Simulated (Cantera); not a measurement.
A perfectly stirred reactor is fed with 4.70 % CH4, 20.0 % O2, 75.3 % N2, equivalence ratio 0.47, at 0.490 bar; it is adiabatic with a 675 K inlet, and is followed from long to short residence time, starting on the burning branch (τ in s: 0.026, 0.011, 0.0043, 0.0018, 0.00071, 0.00029, 0.00012, 4.8e-05, 2e-05, 8e-06).

Computed with Cantera and GRI-Mech 3.0 (53 species, 325 reactions).

Q: Predict: blow-out, bracketed by the residence times tried; x(CH4) at τ = 26.0 ms; x(O2) at τ = 26.0 ms; x(N2O) at τ = 26.0 ms; x(CH3) at τ = 26.0 ms; x(CO2) at τ = 26.0 ms; x(CH4) at τ = 0.290 ms; x(O2) at τ = 0.290 ms; x(N2O) at τ = 0.290 ms; x(CH3) at τ = 0.290 ms; x(CO2) at τ = 0.290 ms.

A: blow-out, bracketed by the residence times tried: burning at 0.290 ms, out at 0.120 ms
x(CH4) at τ = 26.0 ms: 3.10e-5
x(O2) at τ = 26.0 ms: 0.106
x(N2O) at τ = 26.0 ms: 4.04e-7
x(CH3) at τ = 26.0 ms: 4.89e-6
x(CO2) at τ = 26.0 ms: 0.0459
x(CH4) at τ = 0.290 ms: 0.00163
x(O2) at τ = 0.290 ms: 0.118
x(N2O) at τ = 0.290 ms: 9.97e-8
x(CH3) at τ = 0.290 ms: 0.000127
x(CO2) at τ = 0.290 ms: 0.0249
